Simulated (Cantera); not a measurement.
Input (Python, Cantera):

```python
import numpy as np
import cantera as ct

gas = ct.Solution("gri30.yaml")
gas.TPX = 1775, 57000, {'CH4': 1, 'O2': 0.952, 'N2': 3.58}
reactor = ct.IdealGasConstPressureReactor(gas, energy="on", clone=False)
net = ct.ReactorNet([reactor])
net.rtol, net.atol = 1e-08, 1e-16
show = ['CH4', 'O2', 'HO2', 'C2H4', 'H2', 'C2H']
times = np.geomspace(2e-06, 0.6, 15)

steps = ct.SolutionArray(gas, extra=["t"])
rows = []
print(f"{'t/s':>10s}{'T/K':>9s}{'P/Pa':>11s}" + "".join(f"{s:>11s}" for s in show))
for t in times:
    while net.time < t:
        t_next = net.step()
        steps.append(gas.state, t=t_next)
    rows.append([np.interp(t, steps.t, y) for y in (steps.T, steps.P, *steps(*show).X.T)])
    print(f"{t:10.3e}{rows[-1][0]:9.1f}{rows[-1][1]:11.4g}" + "".join(f"{x:11.3e}" for x in rows[-1][2:]))
rate = np.gradient(steps.T, steps.t)
print("integrator steps:", len(steps.t))
if steps.T.max() > steps.T[0] + 200:
    print(f"time of steepest temperature rise: {steps.t[rate.argmax()]:.4e} s")
gas.TPX = 1775, 57000, {'CH4': 1, 'O2': 0.952, 'N2': 3.58}
gas.equilibrate("HP")
print(f"equilibrium (HP): T = {gas.T:.1f} K  " + "  ".join(f"{s} {gas[s].X[0]:.3e}" for s in show))
```

Output:

```
       t/s      T/K       P/Pa        CH4         O2        HO2       C2H4         H2        C2H
 2.000e-06   1774.9    5.7e+04  1.807e-01  1.721e-01  2.186e-06  2.173e-10  5.494e-06  1.119e-20
 4.923e-06   1774.8    5.7e+04  1.807e-01  1.721e-01  5.142e-06  6.443e-09  1.469e-05  1.321e-18
 1.212e-05   1774.5    5.7e+04  1.806e-01  1.721e-01  1.121e-05  1.469e-07  3.896e-05  1.345e-16
 2.983e-05   1773.9    5.7e+04  1.803e-01  1.719e-01  1.996e-05  3.115e-06  1.147e-04  1.578e-14
 7.344e-05   1773.7    5.7e+04  1.787e-01  1.713e-01  3.290e-05  7.316e-05  5.220e-04  3.219e-12
 1.808e-04   1816.6    5.7e+04  1.564e-01  1.584e-01  2.003e-04  2.684e-03  1.070e-02  9.991e-09
 4.450e-04   2698.8    5.7e+04  2.454e-05  2.459e-05  1.913e-08  1.399e-08  1.744e-01  5.432e-07
 1.095e-03   2648.6    5.7e+04  1.068e-11  5.869e-05  3.919e-08  1.960e-18  1.720e-01  3.860e-16
 2.697e-03   2620.2    5.7e+04  4.007e-12  8.526e-05  5.145e-08  5.843e-19  1.702e-01  1.477e-16
 6.638e-03   2617.8    5.7e+04  3.765e-12  8.792e-05  5.256e-08  5.411e-19  1.700e-01  1.394e-16
 1.634e-02   2617.8    5.7e+04  3.761e-12  8.798e-05  5.260e-08  5.405e-19  1.700e-01  1.394e-16
 4.022e-02   2617.9    5.7e+04  3.761e-12  8.798e-05  5.260e-08  5.405e-19  1.700e-01  1.394e-16
 9.902e-02   2617.9    5.7e+04  3.761e-12  8.798e-05  5.260e-08  5.405e-19  1.700e-01  1.394e-16
 2.437e-01   2617.9    5.7e+04  3.761e-12  8.798e-05  5.260e-08  5.405e-19  1.700e-01  1.394e-16
 6.000e-01   2617.9    5.7e+04  3.761e-12  8.798e-05  5.260e-08  5.405e-19  1.700e-01  1.394e-16
integrator steps: 1762
time of steepest temperature rise: 2.5042e-04 s
equilibrium (HP): T = 2617.9 K  CH4 4.216e-12  O2 8.798e-05  HO2 5.260e-08  C2H4 5.849e-19  H2 1.700e-01  C2H 1.507e-16
```

Detailed kinetics in Cantera: GRI-Mech 3.0 (53 species, 325 reactions).
